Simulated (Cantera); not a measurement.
Feed: 1 mol Fe, 0.95 mol SO2, 73 mol N2, held at 1330 Pa.

These are equilibrium values from Cantera (NASA tables, ideal gas, pure condensed phases), not measurements of a reactor. Candidate condensed phases: Fe, FeO, FeS, FeSO4, FeS2, Fe2O3, Fe2(SO4)3, Fe3O4, S; 19 gas species. Mutual solubility and eutectic melting of coexisting phases are not modelled. The tables' stoichiometric FeO is somewhat more stable than real wüstite, so its field is too wide. FeO, FeS: taken at fixed stoichiometry. Gases not in the tables: S3 to S7. The numbers say what is thermodynamically allowed, not how fast it happens.

log p: log10 of the partial pressure in bar; n: condensed amount in mol.

```tsv
T (K)	log p N2	log p SO2	log p S2	log p SO	log p Fe	n FeS2(s)	n Fe3O4(s)	n FeS(s)	n FeO(s)	n FeO(l)
623	-1.88	-4.09	-7.25	-11.88	<-13	0.250	0.250	0	0	0
773	-1.88	-4.02	-5.41	-9.41	<-13	0	0.209	0.374	0	0
923	-1.88	-4.04	-5.01	-7.98	<-13	0	0.222	0.335	0	0
1073	-1.88	-4.07	-4.73	-6.97	<-13	0	0.242	0.275	0	0
1223	-1.88	-4.09	-4.35	-6.16	___	0	0	0	1.00	0
1373	-1.88	-4.10	-4.35	-5.59	___	0	0	0	1.000	0
1523	-1.88	-4.11	-4.37	-5.15	___	0	0	0	1.000	0
1673	-1.88	-4.13	-4.40	-4.79	___	0	0	0	0	0.992
1823	-1.88	-4.12	-4.52	-4.51	___	0	0	0	0	0.889
```

Problem. Fill in the missing entries.

Solution. 
- 1223, log p Fe: -11.43
- 1373, log p Fe: -9.15
- 1523, log p Fe: -7.32
- 1673, log p Fe: -5.84
- 1823, log p Fe: -4.70
